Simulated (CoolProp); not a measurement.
Cyclohexane along the isotherm 620 K: Z from the reference equation and from simpler models built on Tc = 553.6 K, pc = 4.081 MPa, ω = 0.209; each cubic takes its own stable root.

Computed with CoolProp (reference Helmholtz-energy equation of state, Zhou 2014).

```
p (MPa)          phase  reference  Redlich-Kwong  Soave-Redlich-Kwong
-------  -------------  ---------  -------------  -------------------
0.129              gas     0.9925         0.9922               0.9926
0.218              gas     0.9873         0.9868               0.9875
0.368              gas     0.9784         0.9777               0.9788
0.62               gas          …         0.9621               0.9641
1.05               gas     0.9369         0.9350                    …
1.77               gas     0.8909         0.8876                    …
2.98               gas     0.8076         0.8018               0.8149
5.03     supercritical     0.6449              …               0.6655
8.49     supercritical          …         0.4592                    …
14.3     supercritical     0.5335              …               0.5899
24.2     supercritical     0.7792         0.8075               0.8241
40.8     supercritical      1.182              …                1.210
```

Complete the blanks.


- 0.62, reference: 0.9633
- 1.05, Soave-Redlich-Kwong: 0.9385
- 1.77, Soave-Redlich-Kwong: 0.8942
- 5.03, Redlich-Kwong: 0.6318
- 8.49, reference: 0.4394
- 8.49, Soave-Redlich-Kwong: 0.4998
- 14.3, Redlich-Kwong: 0.5681
- 40.8, Redlich-Kwong: 1.196
